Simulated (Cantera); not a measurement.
# SiF4 + H2O (silicon oxide and oxynitride deposition)

Input: 1 mol SiF4, 0.38 mol H2O, at 0.0140 bar.

Method: chemical equilibrium by Gibbs-energy minimisation in Cantera with the NASA 1993 tables (ideal gas, pure condensed phases). Candidate condensed phases: H2O, Si, SiO2; 38 gas species. The tables' values for SiF3 are old estimates; treat these amounts as uncertain. The tables hold silica as quartz up to 1696 K and as liquid above; real silica turns to tridymite and cristobalite and melts near 1996 K. Equilibrium is a limit: real reactors are often held back by kinetics, nucleation or transport.

From 1100 K to 1650 K the condensed part is SiO2(β-quartz). At 1700 K the condensed part is SiO2(condensed). The main Si-bearing gas is SiF4 throughout. The share of Si in condensed phases is highest at 1700 K (18.6 %) and lowest at 1100 K (16.4 %).

```tsv
T (K)	x SiF4	x HF	x H2O	x SiF3	x O2	x H2	x OH	n SiO2(β-quartz)	n SiO2(condensed)
1100	0.542	0.424	0.0342	1.89e-9	3.24e-7	6.68e-7	4.07e-8	0.164	0
1150	0.537	0.435	0.0279	8.39e-9	6.22e-7	1.29e-6	9.39e-8	0.168	0
1200	0.533	0.444	0.0230	3.30e-8	1.12e-6	2.33e-6	2.01e-7	0.172	0
1250	0.530	0.450	0.0191	1.16e-7	1.93e-6	4.01e-6	4.02e-7	0.175	0
1300	0.528	0.456	0.0160	3.71e-7	3.19e-6	6.58e-6	7.63e-7	0.178	0
1350	0.526	0.460	0.0136	1.08e-6	5.11e-6	1.04e-5	1.38e-6	0.179	0
1400	0.525	0.464	0.0116	2.93e-6	7.98e-6	1.57e-5	2.39e-6	0.181	0
1450	0.523	0.466	0.00999	7.35e-6	1.23e-5	2.28e-5	4.01e-6	0.182	0
1500	0.522	0.469	0.00867	1.72e-5	1.88e-5	3.20e-5	6.51e-6	0.183	0
1550	0.522	0.471	0.00759	3.80e-5	2.87e-5	4.33e-5	1.03e-5	0.184	0
1600	0.521	0.472	0.00669	7.89e-5	4.41e-5	5.65e-5	1.60e-5	0.185	0
1650	0.520	0.473	0.00594	0.000155	6.84e-5	7.12e-5	2.44e-5	0.185	0
1700	0.520	0.474	0.00530	0.000291	0.000107	8.70e-5	3.65e-5	0	0.186
```
x: gas mole fraction; n: condensed amount in mol.
